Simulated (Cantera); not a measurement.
# Adiabatic ignition

An adiabatic, constant-pressure homogeneous reactor starts with CH₄ : C₂H₆ : O₂ : N₂ = 1 : 0.1 : 5.88 : 22.1 (molar parts), at 1500 K and 5.00 bar.

Detailed kinetics in Cantera: GRI-Mech 3.0 (53 species, 325 reactions).

| t (s) | T (K) | x CH₄ | x C₂H₆ | x O₂ | x H | x HCO | x O |
|---|---|---|---|---|---|---|---|
| 9.00e-6 | 1500 | 0.0344 | 0.00339 | 0.202 | 2.84e-7 | 4.50e-10 | 3.19e-7 |
| 2.06e-5 | 1500 | 0.0342 | 0.00329 | 0.202 | 1.46e-6 | 1.01e-8 | 1.28e-6 |
| 4.73e-5 | 1515 | 0.0315 | 0.00262 | 0.199 | 1.22e-5 | 5.68e-7 | 8.37e-6 |
| 0.000109 | 2280 | <1e-12 | <1e-12 | 0.120 | 0.000374 | 7.62e-10 | 0.00253 |
| 0.000249 | 2323 | <1e-12 | <1e-12 | 0.120 | 7.56e-5 | 5.03e-11 | 0.000886 |
| 0.000571 | 2322 | <1e-12 | <1e-12 | 0.120 | 7.49e-5 | 4.95e-11 | 0.000880 |
| 0.00131 | 2322 | <1e-12 | <1e-12 | 0.120 | 7.46e-5 | 4.92e-11 | 0.000877 |
| 0.00300 | 2321 | <1e-12 | <1e-12 | 0.119 | 7.40e-5 | 4.86e-11 | 0.000871 |
| 0.00688 | 2318 | <1e-12 | <1e-12 | 0.119 | 7.27e-5 | 4.74e-11 | 0.000857 |
| 0.0158 | 2314 | <1e-12 | <1e-12 | 0.118 | 7.03e-5 | 4.51e-11 | 0.000830 |
| 0.0362 | 2307 | <1e-12 | <1e-12 | 0.116 | 6.68e-5 | 4.18e-11 | 0.000792 |
| 0.0829 | 2301 | <1e-12 | <1e-12 | 0.115 | 6.40e-5 | 3.93e-11 | 0.000762 |
| 0.190 | 2300 | <1e-12 | <1e-12 | 0.114 | 6.32e-5 | 3.86e-11 | 0.000754 |
| 0.436 | 2300 | <1e-12 | <1e-12 | 0.114 | 6.32e-5 | 3.86e-11 | 0.000754 |
| 1.00 | 2300 | <1e-12 | <1e-12 | 0.114 | 6.32e-5 | 3.86e-11 | 0.000754 |
x: mole fraction; the columns are a selection and need not sum to one.

```json
{
 "time_of_steepest_temperature_rise": "76.9 µs",
 "temperature at 1.00 s": "2300 K",
 "equilibrium_temperature": "2300 K",
 "x(CH₄) at 1.00 s": "<1e-12 (gas-phase equilibrium <1e-12)",
 "x(C₂H₆) at 1.00 s": "<1e-12 (gas-phase equilibrium <1e-12)",
 "x(O₂) at 1.00 s": "0.114 (gas-phase equilibrium 0.114)"
}
```
